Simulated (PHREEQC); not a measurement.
A solution holds 2.8 mmol/kgw HCl, 0.21 mmol/kgw Al2(SO4)3 and 20 mmol/kgw NiSO4, at 25 °C. Closed to the air; pH follows from the charge balance.

The numbers come from PHREEQC with the ion-association model, wateq4f.dat.

```
quantity                        before     after
-----------------------------  -------  --------
pH                                2.82      3.64
ionic strength (mol/kgw)        0.0555   0.00723
Ni+2 (mol/kgw)                  0.0135   0.00172
SO4-2 (mol/kgw)                 0.0127   0.00172
NiSO4 (mol/kgw)                0.00650  0.000283
HSO4- (mol/kgw)                0.00102   2.98e-5
SI of Morenosite (NiSO4:7H2O)    -2.11     -3.48
```

Q: Name the change that produced these shifts.
A) NiSO4 from 0.02 to 0.004 mol/kgw
B) Al2(SO4)3 from 0.00021 to 0.00042 mol/kgw
C) diluted 5-fold with water
D) Al2(SO4)3 left out
E) diluted 10-fold with water

A: E, diluted 10-fold with water

This is a speciation only: nothing precipitates in the calculation.
